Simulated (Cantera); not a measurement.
An adiabatic, constant-volume homogeneous reactor starts with H₂ : O₂ : N₂ = 1 : 0.758 : 2.85 (molar parts), at 1000 K and 3750 Torr. Integrator tolerance rtol = 1e-08.

Detailed kinetics in Cantera: the H2/O2 subset of GRI-Mech 3.0, which has no nitrogen chemistry. The hydrogen kinetics of GRI-Mech 3.0 are dated; newer H2 mechanisms differ, most at raised pressure.

Task: How do the results move with these cheaper or finer settings: full GRI-Mech 3.0 in place of its H2/O2 subset; rtol 1e-08 to 0.001?

Result: 
| setting | time of steepest temperature rise | temperature at 7.00 s | equilibrium temperature | x(H₂) at 7.00 s | integrator steps |
|---|---|---|---|---|---|
| as above | 12.2 ms | 2756 K | 2756 K | 0.00489 | 1473 |
| full GRI-Mech 3.0 in place of its H2/O2 subset | 12.2 ms | 2728 K | 2728 K | 0.00471 | 1681 |
| rtol 1e-08 to 0.001 | 12.2 ms | 2755 K | 2756 K | 0.00487 | 302 |
